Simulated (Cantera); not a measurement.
A closed system holds: 1 mol SiC, 0.0015 mol H₂O, 810 mol H₂, at 1475 °C.

These are equilibrium values from Cantera (NASA tables, ideal gas, pure condensed phases), not measurements of a reactor. Candidate condensed phases: C, C₆H₆, C₇H₈, C₈H₁₈, H₂O, Si, SiC, SiO₂; 123 gas species. Mutual solubility and eutectic melting of coexisting phases are not modelled. Gases not in the tables: Si₂H₆ and higher silanes. Equilibrium is a limit: real reactors are often held back by kinetics, nucleation or transport.

What share of the Si ends up in condensed phases as a function of P (Pa), at 0.100, 2.50, 63, 1600, 40000, 1000000?


```tsv
P (Pa)	Si condensed (%)	as
0.100	0.0	-
2.50	5.6	SiC(s)
63	93.5	SiC(s)
1600	99.0	SiC(s)
40000	98.8	SiC(s)
1000000	97.1	Si(l) + SiC(s)
```
